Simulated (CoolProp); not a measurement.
Vapour-liquid equilibrium of R13 (1) + isobutane (2) at -84.75 °C; x and y are mole fractions of (1).

The numbers come from the multi-fluid Helmholtz-energy mixture model, Platzer 1990 and Bücker 2006; pair parameters Bell 2016 in CoolProp. This equation is an older, rougher fit; its heat capacities, sound speeds and derivatives of the liquid may be far off and weren't checked against measurements.

```csv
x,bubble pressure (MPa),y at the bubble point,dew pressure at overall composition x (MPa),liquid density (mol/L)
0.05,0.01112,0.867,0.001625,11.64
0.2,0.03255,0.960,0.001928,12.05
0.35,0.04614,0.975,0.002368,12.48
0.5,0.05540,0.981,0.003070,12.93
0.65,0.06298,0.986,0.004363,13.41
0.8,0.07081,0.991,0.007534,13.92
0.95,0.08053,0.997,0.02723,14.48
```

No azeotrope shows between x = 0.05 and 0.95.

The pair parameters rest on a limited set of measurements; away from them the model extrapolates. With so large a gap from Raoult's law the liquid may split in two, which this calculation doesn't test in full.
